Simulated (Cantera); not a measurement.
A perfectly stirred reactor is fed with 15.5 % H2, 7.05 % O2, 77.5 % N2, at 100000 Pa; it is adiabatic with a 350 K inlet, and is followed from long to short residence time, starting on the burning branch (τ in s: 0.49, 0.15, 0.047, 0.015, 0.0045, 0.0014, 0.00044, 0.00014, 4.3e-05, 1.3e-05, 4.1e-06).

Detailed kinetics in Cantera: the H2/O2 subset of GRI-Mech 3.0, which has no nitrogen chemistry.

x: mole fraction; the columns are a selection and need not sum to one.

```csv
τ (s),T (K),x H2,x O2,x H2O,x H2O2,x O,x OH,x HO2
0.49,1452,0.0149,7.80e-5,0.151,3.42e-8,5.43e-6,0.000143,6.14e-8
0.15,1447,0.0150,?,0.151,?,?,?,?
0.047,1437,0.0151,0.000395,0.150,1.72e-7,4.62e-5,0.000401,3.16e-7
0.015,1421,0.0157,0.000875,0.149,3.30e-7,0.000119,0.000615,6.99e-7
0.0045,1389,0.0170,0.00191,0.146,5.92e-7,0.000289,0.000877,1.55e-6
0.0014,1336,0.0195,0.00382,0.141,9.20e-7,0.000595,0.00108,3.28e-6
0.00044,1249,?,?,0.132,?,?,0.00107,?
0.00014,350,0.155,0.0705,<1e-12,<1e-12,<1e-12,<1e-12,<1e-12
4.3e-5,350,0.155,0.0705,<1e-12,<1e-12,<1e-12,<1e-12,<1e-12
1.3e-5,350,0.155,0.0705,<1e-12,<1e-12,<1e-12,<1e-12,<1e-12
4.1e-6,350,0.155,0.0705,<1e-12,<1e-12,<1e-12,<1e-12,<1e-12
```

Task: Complete the blanks.

Result: 
- 0.15, x O2: 0.000174
- 0.15, x H2O2: 8.10e-8
- 0.15, x O: 1.64e-5
- 0.15, x OH: 0.000245
- 0.15, x HO2: 1.39e-7
- 0.00044, x H2: 0.0257
- 0.00044, x O2: 0.00774
- 0.00044, x H2O2: 1.17e-6
- 0.00044, x O: 0.000994
- 0.00044, x HO2: 7.38e-6
